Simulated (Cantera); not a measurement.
Charge: 1 mol Si3N4, 36 mol HF, held at 575 °C and 133 Pa.

These are equilibrium values from Cantera (NASA tables, ideal gas, pure condensed phases), not measurements of a reactor. Candidate condensed phases: Si, Si3N4; 37 gas species. The numbers say what is thermodynamically allowed, not how fast it happens.

Task: What is the equilibrium state?

Result: 
```json
{
  "x(HF)": "0.686",
  "x(H2)": "0.171",
  "x(SiF4)": "0.0857",
  "x(N2)": "0.0571",
  "gas_amount": "35.00 mol",
  "log10 activity of Si(s) (absent)": "-22.60"
}
```
